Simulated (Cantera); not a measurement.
Input: 1 mol C2H6, 0.14 mol NH3, 45 mol N2, held at 133 Pa.

Cantera equilibrium calculation (NASA polynomials, part measured and part estimated; ideal gas, pure solids and liquids). Candidate condensed phases: C, C6H6, C7H8, C8H18; 92 gas species. Kinetics and transport are ignored.

Over these rows the condensed part is C(graphite). Partial pressures as log10 of bar:

```
T (K)  1000/T (1/K)  log p HCN  log p N2  log p H2
-----  ------------  ---------  --------  --------
1073         0.9320      -8.29     -2.90     -4.05
1173         0.8525      -7.74     -2.90     -4.05
1273         0.7855      -7.28     -2.90     -4.05
1373         0.7283          ?     -2.91     -4.05
1473         0.6789      -6.54     -2.91     -4.05
1573         0.6357      -6.24     -2.91     -4.05
```

Fit log p(HCN) = a + b·(1000/T) to the five rows, give the apparent enthalpy, and predict the row at 1373 K.

Means: 1000/T = 0.7769, log p = -7.218. Sxy = -0.410801, Sxx = 0.0593868, so b = -6.92 and a = -7.218 − (-6.92)×0.7769 = -1.84.
Apparent enthalpy: −19.145 × (-6.92) = 132 kJ/mol. With the condensed phases at unit activity, C(graphite) + 1/2 N2(g) + 1/2 H2(g) = HCN(g) links this pressure to the main gases: over the six rows their terms move log p by -0.01 in all, so the slope is close to that reaction's ΔH°. The five rows lie within 0.01 of the line.
Prediction at 1373 K: -1.84 + (-6.92)×0.7283 = -6.88. The computed value is -6.88, 0.00 from the line.
